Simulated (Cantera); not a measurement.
What does this Cantera script print?

```python
import numpy as np
import cantera as ct

gas = ct.Solution("gri30.yaml")
gas.TPX = 675, 100000, {'CH4': 1, 'H2': 0.041, 'O2': 1.55, 'N2': 8.24}
inlet = ct.Reservoir(gas, clone=True)
gas.equilibrate("HP")  # start burning
reactor = ct.IdealGasConstPressureReactor(gas, energy="on", clone=False)
exhaust = ct.Reservoir(gas, clone=True)
tau = [0.095, 0.04, 0.017, 0.0069, 0.0029, 0.0012, 0.0005, 0.00021, 8.8e-05, 3.7e-05][0]
for a, b in ((inlet, reactor), (reactor, exhaust)):
    ct.MassFlowController(a, b, mdot=lambda t: reactor.mass / tau)
net = ct.ReactorNet([reactor])
show = ['CH4', 'H2', 'O2', 'CO', 'H2O2', 'CH3']

rows = []
print(f"{'tau/s':>10s}{'T/K':>9s}" + "".join(f"{s:>11s}" for s in show))
for tau in [0.095, 0.04, 0.017, 0.0069, 0.0029, 0.0012, 0.0005, 0.00021, 8.8e-05, 3.7e-05]:
    net.initial_time = 0.0
    net.advance(30 * tau)
    before = gas.X
    net.advance(40 * tau)
    drift = np.max(np.abs(gas.X - before) / (gas.X + 1e-9))
    rows.append([gas.T, *gas[show].X, drift])
    print(f"{tau:10.3e}{gas.T:9.1f}" + "".join(f"{x:11.3e}" for x in gas[show].X))
```

It prints:

```
     tau/s      T/K        CH4         H2         O2         CO       H2O2        CH3
 9.500e-02   2018.3  3.879e-05  3.565e-02  1.055e-04  4.744e-02  5.196e-09  1.977e-05
 4.000e-02   2012.6  4.904e-05  3.559e-02  1.870e-04  4.742e-02  8.978e-09  2.945e-05
 1.700e-02   2004.9  6.622e-05  3.552e-02  3.303e-04  4.743e-02  1.478e-08  4.425e-05
 6.900e-03   1994.2  1.016e-04  3.543e-02  6.056e-04  4.751e-02  2.352e-08  7.132e-05
 2.900e-03   1980.5  1.721e-04  3.532e-02  1.102e-03  4.778e-02  3.496e-08  1.206e-04
 1.200e-03   1961.4  3.315e-04  3.516e-02  2.110e-03  4.851e-02  5.161e-08  2.217e-04
 5.000e-04   1929.7  7.320e-04  3.494e-02  4.385e-03  5.032e-02  8.212e-08  4.411e-04
 2.100e-04    675.0  9.233e-02  3.785e-03  1.431e-01 -4.583e-15 -3.727e-19  2.168e-15
 8.800e-05    675.0  9.233e-02  3.785e-03  1.431e-01  1.367e-18  1.188e-20  9.135e-16
 3.700e-05    675.0  9.233e-02  3.785e-03  1.431e-01  8.415e-22  2.085e-21  3.853e-16
```

Detailed kinetics in Cantera: GRI-Mech 3.0 (53 species, 325 reactions).
